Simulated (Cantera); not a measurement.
## Low-pressure radical oxidation in H2/O2

An isothermal, constant-pressure homogeneous reactor starts with H2 : O2 : N2 = 0.036 : 1 : 1 (molar parts), equivalence ratio 0.018, at 975 K and 18.8 Torr.

Computed with Cantera and GRI-Mech 3.0 (53 species, 325 reactions). Radical loss at walls, strong at low pressure, is not modelled.

| t (s) | x H2 | x O2 | x H2O2 | x HO2 | x O |
|---|---|---|---|---|---|
| 3.00e-6 | 0.0177 | 0.491 | <1e-12 | <1e-12 | <1e-12 |
| 1.75e-5 | 0.0177 | 0.491 | <1e-12 | 1.37e-12 | <1e-12 |
| 0.000102 | 0.0177 | 0.491 | <1e-12 | 8.06e-12 | 2.00e-12 |
| 0.000594 | 0.0177 | 0.491 | <1e-12 | 4.87e-11 | 5.04e-11 |
| 0.00346 | 0.0177 | 0.491 | <1e-12 | 1.59e-9 | 2.43e-8 |
| 0.0202 | 0.000382 | 0.484 | 1.05e-7 | 5.03e-6 | 0.00345 |
| 0.118 | 9.70e-6 | 0.486 | 4.36e-8 | 1.06e-6 | 0.000159 |
| 0.686 | 3.02e-7 | 0.487 | 1.45e-8 | 1.08e-7 | 5.94e-6 |
| 4.00 | 1.17e-8 | 0.487 | 2.59e-9 | 9.61e-9 | 3.92e-7 |
x: mole fraction; the columns are a selection and need not sum to one.

Equilibrium at this temperature and pressure: H2 6.63e-12, O2 0.487, H2O2 3.99e-12, HO2 1.95e-10, O 3.20e-10 (gas phase only).
